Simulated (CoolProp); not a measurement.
Saturation properties of normal hydrogen.

Model: reference Helmholtz-energy equation of state, Leachman 2009, in CoolProp.

```json
[
 {"T (K)": "22.6", "p (bar)": "1.853", "liquid density (kg/m³)": "(withheld)", "vapour density (kg/m³)": "(withheld)", "surface tension (mN/m)": "1.53", "liquid viscosity (µPa s)": "11.3"},
 {"T (K)": "23.4", "p (bar)": "2.248", "liquid density (kg/m³)": "67.05", "vapour density (kg/m³)": "2.770", "surface tension (mN/m)": "1.39", "liquid viscosity (µPa s)": "10.6"},
 {"T (K)": "24.2", "p (bar)": "2.699", "liquid density (kg/m³)": "65.91", "vapour density (kg/m³)": "3.294", "surface tension (mN/m)": "(withheld)", "liquid viscosity (µPa s)": "(withheld)"},
 {"T (K)": "25", "p (bar)": "(withheld)", "liquid density (kg/m³)": "64.70", "vapour density (kg/m³)": "3.894", "surface tension (mN/m)": "1.13", "liquid viscosity (µPa s)": "9.46"},
 {"T (K)": "25.8", "p (bar)": "(withheld)", "liquid density (kg/m³)": "63.41", "vapour density (kg/m³)": "4.581", "surface tension (mN/m)": "0.994", "liquid viscosity (µPa s)": "8.92"},
 {"T (K)": "26.6", "p (bar)": "4.430", "liquid density (kg/m³)": "62.04", "vapour density (kg/m³)": "5.368", "surface tension (mN/m)": "0.864", "liquid viscosity (µPa s)": "8.41"},
 {"T (K)": "27.4", "p (bar)": "5.147", "liquid density (kg/m³)": "60.54", "vapour density (kg/m³)": "6.275", "surface tension (mN/m)": "0.736", "liquid viscosity (µPa s)": "7.91"},
 {"T (K)": "28.2", "p (bar)": "5.942", "liquid density (kg/m³)": "58.92", "vapour density (kg/m³)": "7.327", "surface tension (mN/m)": "0.611", "liquid viscosity (µPa s)": "7.44"},
 {"T (K)": "29", "p (bar)": "6.821", "liquid density (kg/m³)": "57.12", "vapour density (kg/m³)": "8.560", "surface tension (mN/m)": "0.490", "liquid viscosity (µPa s)": "(withheld)"},
 {"T (K)": "29.8", "p (bar)": "7.787", "liquid density (kg/m³)": "55.09", "vapour density (kg/m³)": "10.03", "surface tension (mN/m)": "0.374", "liquid viscosity (µPa s)": "6.50"},
 {"T (K)": "30.6", "p (bar)": "8.848", "liquid density (kg/m³)": "52.74", "vapour density (kg/m³)": "11.83", "surface tension (mN/m)": "0.264", "liquid viscosity (µPa s)": "6.01"},
 {"T (K)": "31.4", "p (bar)": "10.01", "liquid density (kg/m³)": "49.86", "vapour density (kg/m³)": "14.15", "surface tension (mN/m)": "0.164", "liquid viscosity (µPa s)": "(withheld)"},
 {"T (K)": "32.2", "p (bar)": "11.29", "liquid density (kg/m³)": "45.95", "vapour density (kg/m³)": "17.48", "surface tension (mN/m)": "0.0817", "liquid viscosity (µPa s)": "4.87"}
]
```

What belongs in the gaps?


- 22.6, liquid density (kg/m³): 68.12
- 22.6, vapour density (kg/m³): 2.313
- 24.2, surface tension (mN/m): 1.26
- 24.2, liquid viscosity (µPa s): 10.0
- 25, p (bar): 3.210
- 25.8, p (bar): 3.785
- 29, liquid viscosity (µPa s): 6.97
- 31.4, liquid viscosity (µPa s): 5.49

It boils at 20.4 K under 1 atm.

Viscosity comes from a separate model (Muzny 2013). Surface tension comes from a separate correlation (Mulero 2012).
